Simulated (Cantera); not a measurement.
A Cantera script and what it prints.

```python
import numpy as np
import cantera as ct

gas_names = """
    H HNO HNO2 HNO3 HO2 H2 H2O H2O2 N NH NH2 NH3 NH2OH NO NO2 NO3 N2 N2H2 N2H4 N2O O OH O2 O3 Pb PbO Pb2
""".split()
cond_names = """
    H2O(s) H2O(L) Pb(cr) Pb(L) PbO(rd) PbO(yw) PbO(L) PbO2(s) Pb3O4(s)
""".split()


# ... load() reads the species with a 1 bar reference pressure and builds the phases ...
atoms = {
    'PbO': {'Pb': 1, 'O': 1},
    'H2': {'H': 2},
    'N2': {'N': 2},
}
top_T = {'Pb3O4(s)': 820}  # K; cautious upper limits of use, not melting points


# ... equilibrate(T, P, feed) seeds the gas with the atoms and calls Mixture.equilibrate('TP', solver="vcs", rtol=1e-11, max_steps=5000) ...
results = []
feed = {'PbO': 1, 'H2': 2500, 'N2': 65}  # mol
P = 100000  # Pa
for T in [950, 1050, 1150, 1250, 1350, 1450, 1550, 1650, 1750, 1850]:
    mix = equilibrate(T, P, feed)
    results.append((T, P, feed, dict(zip(mix.species_names, mix.species_moles))))

top = {s: max(r[3][s] / sum(r[3][g] for g in gas_names) for r in results) for s in gas_names}
cols = sorted((s for s in top if top[s] > 1e-05), key=lambda s: -top[s])[:8]
seen = [c for c in cond_names if any(r[3].get(c, 0) > 1e-12 for r in results)]
print("log10 of partial pressures in bar; condensed amounts in mol")
print(f"{'T/K':>10s}" + "".join(f"{s[:9]:>10s}" for s in cols + seen))
for T, P, feed, n in results:
    ng = sum(n[g] for g in gas_names)
    print(f"{T:10.4g}" + "".join(f"{np.log10(max(n[s] / ng * P / 1e5, 1e-99)):10.3f}" for s in cols)
          + "".join(f"{n.get(c, 0):10.4g}" for c in seen))
```

It prints:

```
log10 of partial pressures in bar; condensed amounts in mol
       T/K        H2        N2         H       H2O        Pb       NH3     Pb(L)
       950    -0.011    -1.597    -9.260    -3.409    -5.298    -3.899    0.9871
      1050    -0.011    -1.597    -8.097    -3.409    -4.332    -4.188    0.8807
      1150    -0.011    -1.597    -7.133    -3.409    -3.538    -4.428    0.2566
      1250    -0.011    -1.597    -6.321    -3.409    -3.409    -4.632         0
      1350    -0.011    -1.596    -5.629    -3.409    -3.409    -4.806         0
      1450    -0.011    -1.596    -5.030    -3.409    -3.409    -4.956         0
      1550    -0.012    -1.596    -4.508    -3.409    -3.409    -5.087         0
      1650    -0.012    -1.596    -4.047    -3.409    -3.409    -5.202         0
      1750    -0.012    -1.596    -3.639    -3.409    -3.409    -5.304         0
      1850    -0.012    -1.596    -3.275    -3.409    -3.409    -5.395         0
```

Cantera equilibrium calculation (NASA polynomials, part measured and part estimated; ideal gas, pure solids and liquids).
